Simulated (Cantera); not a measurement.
An adiabatic, constant-volume homogeneous reactor starts with CO : H2 : CH4 : O2 : N2 = 1 : 0.19 : 0.28 : 0.679 : 2.55 (molar parts), equivalence ratio 1.7, at 1350 K and 101000 Pa. Integrator tolerance rtol = 1e-08.

Detailed kinetics in Cantera: GRI-Mech 3.0 (53 species, 325 reactions).

Q: What does this change do: initial temperature 1350 to 1150 K?

A: 
```csv
quantity,before,after
time of steepest temperature rise,0.479 ms,2.37 ms
temperature at 1.00 s,2891 K,2831 K
equilibrium temperature,2891 K,2831 K
x(CO) at 1.00 s,0.187 (gas-phase equilibrium 0.187),0.183 (gas-phase equilibrium 0.183)
x(H2) at 1.00 s,0.0340 (gas-phase equilibrium 0.0340),0.0333 (gas-phase equilibrium 0.0333)
x(CH4) at 1.00 s,<1e-12 (gas-phase equilibrium <1e-12),<1e-12 (gas-phase equilibrium <1e-12)
x(CH2CO) at 1.00 s,<1e-12 (gas-phase equilibrium <1e-12),<1e-12 (gas-phase equilibrium <1e-12)
x(CH2O) at 1.00 s,5.56e-9 (gas-phase equilibrium 5.56e-9),6.07e-9 (gas-phase equilibrium 6.07e-9)
x(NO) at 1.00 s,0.00519 (gas-phase equilibrium 0.00519),0.00386 (gas-phase equilibrium 0.00386)
```

Q: What does this change do: N2 2.55 to 1.7 parts?

A: 
```json
[
 {"quantity": "time of steepest temperature rise", "before": "0.479 ms", "after": "0.377 ms"},
 {"quantity": "temperature at 1.00 s", "before": "2891 K", "after": "3004 K"},
 {"quantity": "equilibrium temperature", "before": "2891 K", "after": "3004 K"},
 {"quantity": "x(CO) at 1.00 s", "before": "0.187 (gas-phase equilibrium 0.187)", "after": "0.234 (gas-phase equilibrium 0.234)"},
 {"quantity": "x(H2) at 1.00 s", "before": "0.0340 (gas-phase equilibrium 0.0340)", "after": "0.0424 (gas-phase equilibrium 0.0424)"},
 {"quantity": "x(CH4) at 1.00 s", "before": "<1e-12 (gas-phase equilibrium <1e-12)", "after": "<1e-12 (gas-phase equilibrium <1e-12)"},
 {"quantity": "x(CH2CO) at 1.00 s", "before": "<1e-12 (gas-phase equilibrium <1e-12)", "after": "<1e-12 (gas-phase equilibrium <1e-12)"},
 {"quantity": "x(CH2O) at 1.00 s", "before": "5.56e-9 (gas-phase equilibrium 5.56e-9)", "after": "9.13e-9 (gas-phase equilibrium 9.13e-9)"},
 {"quantity": "x(NO) at 1.00 s", "before": "0.00519 (gas-phase equilibrium 0.00519)", "after": "0.00716 (gas-phase equilibrium 0.00716)"}
]
```
Above 3000 K some thermodynamic fits are extrapolated.
